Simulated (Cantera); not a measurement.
# Hydrogen reduction and annealing atmospheres: V2O5 + H2 + N2

A closed system holds: 1 mol V2O5, 0.59 mol H2, 32 mol N2.

Cantera equilibrium calculation (NASA polynomials, part measured and part estimated; ideal gas, pure solids and liquids). Candidate condensed phases: H2O, V, VN, VO, V2O3, V2O4, V2O5; 28 gas species. Mutual solubility and eutectic melting of coexisting phases are not modelled. Condensed phases not in the tables: the oxides between V2O3 and V2O5 other than VO2. Gases not in the tables: V4O10. The numbers say what is thermodynamically allowed, not how fast it happens.

Map the stable condensed phases over T = 1273, 1348, 1423, 1498, 1573, 1648, 1723, 1798, 1873, 1948, 2023, 2098, 2173, 2248 K and P in Pa = 10, 36, 130, 460, 1700, 6000, 22000, 77000, 280000, 1000000.


```
T in K \ P in Pa
              10      36     130     460    1700    6000   22000   77000  280000 1000000
   2248        A       A       A       A       A       A       B       B       B       B
   2173        A       A       A       A       A       B       B       B       B       B
   2098        A       A       A       A       A       B       B       B       B       B
   2023        A       A       A       A       C       B       B       B       B       B
   1948        A       A       A       D       B       B       B       B       B       B
   1873        A       A       D       C       B       B       B       B       B       B
   1798        A       D       D       C       B       B       B       B       B       B
   1723        D       D       C       B       B       B       B       B       B       B
   1648        D       C       B       B       B       B       B       B       B       B
   1573        C       B       B       B       B       B       B       B       B       E
   1498        B       B       B       B       B       B       B       B       B       E
   1423        B       B       B       B       B       B       B       B       B       E
   1348        B       B       B       B       B       B       B       B       E       E
   1273        B       B       B       B       B       B       B       B       E       E
```
A: gas only; B: V2O4; C: V2O3 + V2O4; D: V2O3; E: V2O4 + V2O5.
